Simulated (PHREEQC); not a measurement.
Make-up at 25 °C: 0.013 mol HF, 0.039 mol (CH3)4NF and 0.0005 mol H4SiO4 per kg of water. Closed to the air; pH follows from the charge balance.

Equilibrium calculation in PHREEQC: ion-association model, wateq4f.dat.

```json
[
 {"quantity": "pH", "before": "3.70", "after": "3.69"},
 {"quantity": "ionic strength (mol/kgw)", "before": "0.0397", "after": "0.0537"},
 {"quantity": "F- (mol/kgw)", "before": "0.0369", "after": "0.0369"},
 {"quantity": "HF (mol/kgw)", "before": "0.00904", "after": "0.00903"},
 {"quantity": "HF2- (mol/kgw)", "before": "0.00129", "after": "0.00130"},
 {"quantity": "H2F2 (mol/kgw)", "before": "0.000215", "after": "0.000215"},
 {"quantity": "SI of Quartz (SiO2)", "before": "-5.92", "after": "-5.93"}
]
```

Task: What was changed between the two runs?
A) H4SiO4 from 0.0005 to 5e-05 mol/kgw
B) 0.014 mol/kgw KCl added
C) H4SiO4 replaced by (NH4)2SiF6 at the same molality
D) 0.00085 mol/kgw KOH added
E) H4SiO4 from 0.0005 to 0.00045 mol/kgw

Result: B, 0.014 mol/kgw KCl added

No solid was allowed to form. (CH3)4N+ isn't in the database: it is added as a free cation with an ion size of 4 Å. SiF6-2 is the database's only silicon fluoride.
